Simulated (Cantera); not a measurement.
# Adiabatic ignition

An adiabatic, constant-pressure homogeneous reactor starts with 11.8 % C2H4, 14.1 % O2, 53.0 % N2, 21.2 % H2O, at 1623 K and 13.0 bar.

Computed with Cantera and GRI-Mech 3.0 (53 species, 325 reactions). GRI-Mech 3.0 was tuned for natural gas; its chemistry of ethylene as a main component is partial and can be far from experiment. The pressure lies above the range GRI-Mech 3.0 was tuned for (to about 10 atm).

```
t (s)     T (K)    x C2H4      x O2  x H2O      x OH   x CH2CO
--------  -----  --------  --------  -----  --------  --------
5.00e-6    2541   9.38e-5  0.000790  0.237   0.00135  0.000161
1.01e-5    2547   4.04e-5   8.82e-6  0.214  0.000988   7.26e-5
2.06e-5    2537   1.58e-5   4.46e-6  0.198  0.000824   3.00e-5
4.17e-5    2527   2.66e-6   3.60e-6  0.188  0.000723   6.61e-6
8.47e-5    2522   7.95e-8   3.44e-6  0.185  0.000702   3.18e-7
0.000172   2521  9.08e-11   3.52e-6  0.185  0.000709  4.12e-10
0.000349   2521    <1e-12   3.53e-6  0.185  0.000711  6.04e-12
0.000707   2522    <1e-12   3.55e-6  0.185  0.000712  5.97e-12
0.00143    2522    <1e-12   3.56e-6  0.185  0.000713  5.92e-12
0.00291    2522    <1e-12   3.56e-6  0.185  0.000714  5.89e-12
0.00590    2522    <1e-12   3.57e-6  0.185  0.000714  5.88e-12
0.0120     2522    <1e-12   3.57e-6  0.185  0.000714  5.88e-12
0.0243     2522    <1e-12   3.57e-6  0.185  0.000714  5.88e-12
0.0493     2522    <1e-12   3.57e-6  0.185  0.000714  5.88e-12
0.100      2522    <1e-12   3.57e-6  0.185  0.000714  5.88e-12
```
x: mole fraction; the columns are a selection and need not sum to one.

The time of steepest temperature rise is 1.64 µs and the temperature at 0.100 s comes out as 2522 K. The equilibrium temperature is 2522 K and the x(C2H4) at 0.100 s is <1e-12 (gas-phase equilibrium <1e-12). The x(O2) at 0.100 s is 3.57e-6 (gas-phase equilibrium 3.57e-6) and the x(H2O) at 0.100 s is 0.185 (gas-phase equilibrium 0.185).
